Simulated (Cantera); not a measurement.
**Premixed flame**

A freely propagating, adiabatic, planar premixed flame of 17.8 % H2, 17.5 % O2, 64.7 % N2, unburnt at 650 K and 96000 Pa; multicomponent+Soret transport, grid criteria slope 0.08 and curve 0.16, no radiation.

Cantera simulation using the H2/O2 subset of GRI-Mech 3.0, which has no nitrogen chemistry; the numbers are that mechanism's predictions, not measurements. Burning velocities carry a grid error of a few per cent, more on coarse grids. Lean hydrogen flames are cellular in practice and burn faster than this planar one.

| z (mm) | T (K) | u (m/s) | x H2 | x O2 | x O | x H | x OH | x HO2 |
|---|---|---|---|---|---|---|---|---|
| -1.37 | 650 | 4.05 | 0.178 | 0.175 | <1e-8 | <1e-8 | <1e-8 | <1e-8 |
| -0.913 | 650 | 4.05 | 0.178 | 0.175 | <1e-8 | <1e-8 | <1e-8 | <1e-8 |
| -0.685 | 650 | 4.05 | 0.178 | 0.175 | <1e-8 | <1e-8 | <1e-8 | 8.91e-8 |
| -0.457 | 650 | 4.04 | 0.176 | 0.175 | 5.35e-8 | 2.68e-7 | 1.07e-8 | 6.81e-6 |
| -0.228 | 692 | 4.21 | 0.155 | 0.178 | 2.52e-5 | 0.000231 | 0.000105 | 0.000253 |
| -0.114 | 888 | 5.28 | 0.119 | 0.171 | 0.000533 | 0.00313 | 0.000699 | 0.000179 |
| 0 | 1204 | 7.04 | 0.0626 | 0.142 | 0.00441 | 0.0121 | 0.00302 | 0.000103 |
| 0.114 | 1443 | 8.39 | 0.0232 | 0.109 | 0.00969 | 0.0162 | 0.00694 | 6.44e-5 |
| 0.228 | 1575 | 9.13 | 0.0118 | 0.0976 | 0.0108 | 0.0134 | 0.00898 | 4.71e-5 |
| 0.457 | 1708 | 9.84 | 0.00754 | 0.0935 | 0.00870 | 0.00789 | 0.00994 | 3.23e-5 |
| 0.913 | 1817 | 10.4 | 0.00472 | 0.0926 | 0.00534 | 0.00343 | 0.00921 | 1.97e-5 |
| 1.83 | 1890 | 10.8 | 0.00235 | 0.0929 | 0.00261 | 0.00110 | 0.00716 | 1.02e-5 |
| 3.65 | 1929 | 11.0 | 0.000947 | 0.0935 | 0.00105 | 0.000270 | 0.00480 | 4.67e-6 |
x: mole fraction of selected species; z is measured from the peak of heat release.

The laminar burning velocity is 405 cm/s and the thermal thickness is 0.457 mm. The peak x(O) is 0.0109 and the peak x(H) is 0.0162. The peak x(OH) is 0.00995 and the peak x(HO2) comes out as 0.000256.
